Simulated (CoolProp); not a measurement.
R245ca along the isotherm 134.55 °C: Z from the reference equation and from simpler models built on Tc = 174.4 °C, pc = 3941 kPa, ω = 0.355; each cubic takes its own stable root.

Model: reference Helmholtz-energy equation of state, Zhou 2016, in CoolProp.

| p (kPa) | phase | reference |
|---|---|---|
| 6.23 | gas | 0.9992 |
| 12.8 | gas | 0.9984 |
| 26.3 | gas | 0.9967 |
| 54 | gas | 0.9933 |
| 111 | gas | 0.9861 |
| 228 | gas | 0.9712 |
| 467 | gas | 0.9396 |
| 960 | gas | 0.8685 |
| 1970 | liquid | 0.07548 |

How far does each simpler model (van der Waals, Soave-Redlich-Kwong) lie from the reference over these 9 states: mean and median of the absolute difference, and the worst?


- van der Waals: mean 102.5 %, median 0.3 %, worst +915.9 % at 134.55 °C and 1970 kPa
- Soave-Redlich-Kwong: mean 2.0 %, median 0.1 %, worst +17.3 % at 134.55 °C and 1970 kPa

At some of these states van der Waals gives the other phase, because its saturation line lies elsewhere.
